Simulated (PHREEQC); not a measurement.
Dissolve 6.2 mmol/kgw CuCl2, 0.16 mmol/kgw HBF4, 0.03 mmol/kgw H3BO3 and 1.3 mmol/kgw LiBr at 15 °C. Closed to the air; pH follows from the charge balance.

All values are PHREEQC results (ion-association model, wateq4f.dat), not measurements.

Precipitation was switched off in this run.

Task: Order these F species by the share of F that they hold, largest first: BF2(OH)2-, CuF+, F-, HF.

Result: F- (67 %), HF (29 %), CuF+ (4.0 %), BF2(OH)2- (0.15 %)

The pH is 3.40 and the ionic strength 0.0202 mol/kgw. Real BF4- forms and hydrolyses slowly; the run takes it at equilibrium.
